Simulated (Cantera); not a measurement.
A freely propagating, adiabatic, planar premixed flame of CO : H2 : O2 : N2 : H2O = 1 : 0.38 : 0.531 : 2 : 0.13 (molar parts), unburnt at 650 K and 90.0 Torr; multicomponent transport, grid criteria slope 0.08 and curve 0.16, no radiation.

Detailed kinetics in Cantera: GRI-Mech 3.0 (53 species, 325 reactions). Burning velocities carry a grid error of a few per cent, more on coarse grids.

x: mole fraction of selected species; z is measured from the peak of heat release.

```csv
z (mm),T (K),u (m/s),x CO,x H2,x O2,x H2O2,x NO,x H
-31.5,650,3.98,0.247,0.0940,0.131,<1e-8,<1e-8,<1e-8
-21.0,650,3.98,0.247,0.0940,0.131,<1e-8,<1e-8,<1e-8
-15.7,650,3.98,0.247,0.0940,0.131,<1e-8,<1e-8,<1e-8
-10.5,650,3.98,0.247,0.0940,0.131,<1e-8,<1e-8,1.30e-8
-5.24,651,3.99,0.247,0.0938,0.131,?,<1e-8,5.26e-5
-2.62,717,4.38,0.246,0.0877,0.129,?,<1e-8,0.00261
0,1070,6.45,0.219,0.0381,0.0950,?,3.13e-7,0.0329
2.62,1377,8.15,0.154,0.0164,0.0470,?,3.47e-6,0.0585
5.24,1516,8.83,0.123,0.0198,0.0345,?,7.98e-6,0.0611
10.5,1642,9.47,0.118,0.0212,0.0306,?,1.56e-5,0.0514
21.0,1778,10.1,0.122,0.0206,0.0289,?,2.64e-5,0.0380
42.0,1924,10.8,0.123,0.0193,0.0262,?,4.23e-5,0.0262
83.9,2071,11.5,0.120,0.0173,0.0224,?,7.67e-5,0.0171
```

Task: What belongs in the gaps?

Result: 
- -5.24, x H2O2: 2.49e-7
- -2.62, x H2O2: 6.58e-7
- 0, x H2O2: 4.27e-7
- 2.62, x H2O2: 3.35e-7
- 5.24, x H2O2: 2.36e-7
- 10.5, x H2O2: 1.57e-7
- 21.0, x H2O2: 9.32e-8
- 42.0, x H2O2: 5.16e-8
- 83.9, x H2O2: 2.97e-8
